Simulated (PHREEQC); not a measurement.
Dissolve 0.052 mol HF, 0.00017 mol CsF, 0.011 mol (NH4)2SiF6 and 0.0025 mol H3PO4 per kg of water at 25 °C. Closed to the air; pH follows from the charge balance.

Computed with PHREEQC (ion-association model, wateq4f.dat).

No solid was allowed to form.

Problem. What pH, ionic strength does the model give?

Solution. pH 2.21; ionic strength 0.0403 mol/kgw.

Problem. In which forms is P present?

Solution. H2PO4- 57 %, H3PO4 43 % of the P.

Complexes and solids missing from the database can't appear. wateq4f.dat counts part of the HF as a dimer, H2F2, which phreeqc.dat doesn't know; its constant is uncertain. H3PO4, which wateq4f.dat lacks, is added to it with the constant of phreeqc.dat. SiF6-2 is the database's only silicon fluoride.
